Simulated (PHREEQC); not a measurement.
Dissolve 0.16 mol H2SO4, 0.0066 mol AlCl3 and 0.2 mol KCl per kg of water at 60 °C. Closed to the air; pH follows from the charge balance.

The numbers come from PHREEQC with the ion-association model, phreeqc.dat.

Precipitation was switched off in this run.

Order these Al species by the share of Al that they hold, largest first: Al+3, AlSO4+, AlHSO4+2, Al(SO4)2-.

AlSO4+ (58 %), Al+3 (33 %), Al(SO4)2- (6.3 %), AlHSO4+2 (2.9 %)

Order these S species by the share of S that they hold, largest first: KSO4-, SO4-2, Al(SO4)2-, HSO4-, AlSO4+.

HSO4- (84 %), SO4-2 (9.1 %), KSO4- (4.0 %), AlSO4+ (2.4 %), Al(SO4)2- (0.52 %)

The pH is 0.85 and the ionic strength 0.411 mol/kgw. Constants without temperature data keep their 25 °C values here.
